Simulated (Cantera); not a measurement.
Fe₂O₃ + H₂S + CO₂ (roasting and sulfation)

Input: 1 mol Fe₂O₃, 2.4 mol H₂S, 4.1 mol CO₂, equilibrated at 17.0 bar.

Method: chemical equilibrium by Gibbs-energy minimisation in Cantera with the NASA 1993 tables (ideal gas, pure condensed phases). Candidate condensed phases: C, C₆H₆, C₇H₈, C₈H₁₈, Fe, Fe(CO)₅, FeO, Fe(OH)₂, Fe(OH)₃, FeS, FeSO₄, FeS₂, Fe₂O₃, Fe₂(SO₄)₃, Fe₃O₄, H₂O, H₂SO₄, S; 127 gas species. Metal and sulfide melt together well below either melting point, which pure phases cannot show. Mutual solubility and eutectic melting of coexisting phases are not modelled. The tables' stoichiometric FeO is somewhat more stable than real wüstite, so its field is too wide. FeO, FeS: taken at fixed stoichiometry. Gases not in the tables: S₃ to S₇. Kinetics and transport are ignored.

```tsv
T (K)	log p CO₂	log p H₂O	log p SO₂	log p CO	log p H₂S	log p H₂	n FeS(s)	n Fe₃O₄(s)	n FeO(s)	n FeS(l)
998	1.01	0.76	-0.09	-2.06	-0.84	-2.14	1.99	0.00232	0	0
1048	1.01	0.76	-0.09	-1.78	-0.83	-1.95	1.99	0.00454	0	0
1098	1.01	0.76	-0.09	-1.53	-0.81	-1.78	1.98	0.00716	0	0
1148	1.01	0.76	-0.09	-1.30	-0.80	-1.62	1.97	0.0103	0	0
1198	1.00	0.76	-0.09	-1.09	-0.78	-1.47	1.96	0.0141	0	0
1248	1.00	0.76	-0.08	-0.90	-0.77	-1.34	1.94	0.0187	0	0
1298	1.00	0.76	-0.08	-0.73	-0.76	-1.21	1.93	0.0242	0	0
1348	0.99	0.75	-0.07	-0.57	-0.75	-1.10	1.91	0.0310	0	0
1398	0.99	0.75	-0.05	-0.43	-0.74	-1.00	1.88	0.0390	0	0
1448	0.98	0.75	-0.02	-0.30	-0.73	-0.91	1.84	0	0.164	0
1498	0.97	0.74	-0.01	-0.18	-0.71	-0.82	0	0	0.209	1.79
1548	0.96	0.74	0.02	-0.07	-0.70	-0.74	0	0	0.256	1.74
```
log p: log10 of the partial pressure in bar; n: condensed amount in mol.

From 998 K to 1398 K the condensed part is FeS(s) + Fe₃O₄(s). At 1448 K the condensed part is FeO(s) + FeS(s). From 1498 K to 1548 K the condensed part is FeO(s) + FeS(l).
